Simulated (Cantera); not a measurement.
Input (Python, Cantera) and output of one run.

```python
import numpy as np
import cantera as ct

gas_names = """
    CL CLO CL2 Cs CsCL CsO Cs2 Cs2CL2 Cs2O N NO NO2 NO3 N2 N2O O O2 O3
""".split()
cond_names = """
    Cs(cr) Cs(L) CsCL(a) CsCL(b) CsCL(L)
""".split()


# ... load() reads the species with a 1 bar reference pressure and builds the phases ...
atoms = {
    'CsCl': {'Cs': 1, 'CL': 1},
    'O2': {'O': 2},
    'N2': {'N': 2},
}
top_T = {}  # K; cautious upper limits of use, not melting points


# ... equilibrate(T, P, feed) seeds the gas with the atoms and calls Mixture.equilibrate('TP', solver="vcs", rtol=1e-11, max_steps=5000) ...
results = []
feed = {'CsCl': 1, 'O2': 1.2, 'N2': 83}  # mol
T = 2173  # K
P = 1000  # Pa
mix = equilibrate(T, P, feed)
results.append((T, P, feed, dict(zip(mix.species_names, mix.species_moles))))
x = sorted(zip(gas.X, gas.species_names), reverse=True)
print(f"T = {T:g} K  P = {P:g} Pa  gas = {mix.phase_moles(0):.4g} mol")
print("   x: " + "  ".join(f"{s} {v:.3e}" for v, s in x if v > 0.0001))
print("   condensed (mol): " + ("  ".join(f"{mix.phase(i).name} {mix.phase_moles(i):.4g}"
      for i in range(1, mix.n_phases) if mix.phase_moles(i) > 1e-12) or "none"))
```

Result:

```
T = 2173 K  P = 1000 Pa  gas = 85.41 mol
   x: N2 9.702e-01  O2 1.131e-02  CsCL 1.040e-02  NO 3.056e-03  O 2.418e-03  CL 1.303e-03  Cs 1.301e-03
   condensed (mol): none
```

Method: chemical equilibrium by Gibbs-energy minimisation in Cantera with the NASA 1993 tables (ideal gas, pure condensed phases).
